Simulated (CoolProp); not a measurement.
Methanol along the isotherm 251.85 °C: Z from the reference equation and from simpler models built on Tc = 240.2 °C, pc = 8216 kPa, ω = 0.565; each cubic takes its own stable root.

The numbers come from the reference Helmholtz-energy equation of state, de Reuck 1993 in CoolProp.

```json
[
 {"p (kPa)": "130", "phase": "gas", "reference": "0.9955"},
 {"p (kPa)": "231", "phase": "gas", "reference": "0.9920"},
 {"p (kPa)": "411", "phase": "gas", "reference": "0.9856"},
 {"p (kPa)": "731", "phase": "gas", "reference": "0.9738"},
 {"p (kPa)": "1300", "phase": "gas", "reference": "0.9518"},
 {"p (kPa)": "2310", "phase": "gas", "reference": "0.9089"},
 {"p (kPa)": "4110", "phase": "gas", "reference": "0.8205"},
 {"p (kPa)": "7310", "phase": "gas", "reference": "0.6107"},
 {"p (kPa)": "13000", "phase": "supercritical", "reference": "0.2162"},
 {"p (kPa)": "23100", "phase": "supercritical", "reference": "0.3197"},
 {"p (kPa)": "41100", "phase": "supercritical", "reference": "0.5087"}
]
```

Problem. How far does each simpler model (van der Waals, Redlich-Kwong, Soave-Redlich-Kwong, Peng-Robinson) lie from the reference over these 11 states: mean and median of the absolute difference, and the worst?

Solution. 
- van der Waals: mean 21.1 %, median 0.7 %, worst +76.2 % at 251.85 °C and 41100 kPa
- Redlich-Kwong: mean 11.9 %, median 0.4 %, worst +46.1 % at 251.85 °C and 13000 kPa
- Soave-Redlich-Kwong: mean 13.2 %, median 0.3 %, worst +53.0 % at 251.85 °C and 13000 kPa
- Peng-Robinson: mean 9.3 %, median 0.9 %, worst +39.3 % at 251.85 °C and 13000 kPa
